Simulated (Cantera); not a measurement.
Charge: 1 mol Si, 3 mol SF6, 22 mol N2, held at 0.133 bar.

These are equilibrium values from Cantera (NASA tables, ideal gas, pure condensed phases), not measurements of a reactor. Candidate condensed phases: S, Si, Si3N4; 29 gas species. The tables' values for SF3, SF5 are old estimates; treat these amounts as uncertain. Rates play no part. All values below are at 1298 K.

Base state: N2 0.845, SF4 0.0763, SiF4 0.0384, SF6 0.0382, F 0.00105, SF3 0.000574, SF5 8.46e-5, SF2 8.42e-5 (mole fractions); condensed: gas only.

### Question
What changes in the equilibrium state with this change: pressure from 0.133 bar to 15.0 Pa?

### Answer
| species | before | after |
|---|---|---|
| N2 | 0.845 | 0.766 |
| F | 0.00105 | 0.0944 |
| SF4 | 0.0763 | 0.0880 |
| SF6 | 0.0382 | 0.000449 |
| SiF4 | 0.0384 | 0.0348 |
| SF2 | 8.42e-5 | 0.00952 |
| SF3 | 0.000574 | 0.00655 |
| SF5 | 8.46e-5 | 9.84e-6 |
The tables' values for SF3 are old estimates; treat these amounts as uncertain.

### Question
What changes in the equilibrium state with this change: SF6 from 3 to 1.2 mol?

### Answer
```json
[
 {"species": "N2", "before": "0.845", "after": "0.913"},
 {"species": "SiF4", "before": "0.0384", "after": "0.0415"},
 {"species": "SF4", "before": "0.0763", "after": "0.0190"},
 {"species": "SF6", "before": "0.0382", "after": "1.13e-5"},
 {"species": "SF2", "before": "8.42e-5", "after": "0.0177"},
 {"species": "S2F2 (SSF2)", "before": "<1e-9", "after": "0.00447"},
 {"species": "FS2F (FSSF)", "before": "<1e-9", "after": "1.45e-5"},
 {"species": "SF5", "before": "8.46e-5", "after": "7.24e-7"}
]
```
The tables' values for S2F2 (SSF2), SF3, FS2F (FSSF) are old estimates; treat these amounts as uncertain.
